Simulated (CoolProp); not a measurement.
Computed with CoolProp (reference Helmholtz-energy equation of state, Lemmon 2022).

Question: Give the vapour pressure (bar), vapour Z, surface tension (mN/m), vapour viscosity (µPa s) of saturated R1234yf at -46.95, -7.65, -1.05 °C.

Answer: 
```csv
T (°C),p (bar),vapour Z,surface tension (mN/m),vapour viscosity (µPa s)
-46.95,0.438,0.975,16.6,9.33
-7.65,2.42,0.916,10.5,11.0
-1.05,3.05,0.902,9.61,11.3
```

Viscosity comes from a separate model (Bell 2016), an estimate that may be off by 10 % or more. Surface tension comes from a separate correlation (Mulero 2012).
